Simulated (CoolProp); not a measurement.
Vapour-liquid equilibrium of ethylbenzene (1) + p-xylene (2) at 470 kPa; x and y are mole fractions of (1).

Model: multi-fluid Helmholtz-energy mixture model, Zhou 2012 and Zhou 2012; pair parameters Bell 2016, in CoolProp.

Question: Give the bubble temperature and the first vapour's composition at x = 0.05, 0.2, 0.275. Is there an azeotrope?

Answer: x = 0.05: 479.7 K, y = 0.053; x = 0.2: 479.2 K, y = 0.207; x = 0.275: 479.0 K, y = 0.283. No azeotrope shows between x = 0.05 and 0.95.

Pair parameters are fitted to limited data, so mixtures are less certain than the pure fluids.
